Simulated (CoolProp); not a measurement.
Properties of trans-2-butene along the isotherm 479.5 K.

The numbers come from the reference Helmholtz-energy equation of state, Lemmon 2005 in CoolProp. It is a short technical equation, of lower accuracy than the large ones.

| p (MPa) | phase | Joule-Thomson coefficient (K/MPa) | expansivity (1/kK) |
|---|---|---|---|
| 0.0318 | gas | 6.391 | 2.099 |
| 0.0565 | gas | 6.401 | 2.109 |
| 0.1 | gas | 6.421 | 2.128 |
| 0.179 | gas | 6.456 | 2.162 |
| 0.318 | gas | 6.520 | 2.224 |
| 0.565 | gas | 6.636 | 2.343 |
| 1 | gas | 6.851 | 2.576 |
| 1.79 | gas | 7.273 | 3.105 |
| 3.18 | gas | 8.099 | 4.559 |
| 5.65 | supercritical | 8.873 | 11.08 |
| 10 | supercritical | 2.498 | 8.318 |
